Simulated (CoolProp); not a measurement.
Model: reference Helmholtz-energy equation of state, Lemmon 2006, in CoolProp. It is a short technical equation, of lower accuracy than the large ones.

Q: For R141b, give the phase and the cp (kJ/(kg K)), cv (kJ/(kg K)), speed of sound (m/s), isothermal compressibility (1/MPa) at -23.65 °C and 3.38 MPa.

A: 
- -23.65 °C and 3.38 MPa: liquid; cp 1.10, cv 0.775, speed of sound 1020, isothermal compressibility 0.00102
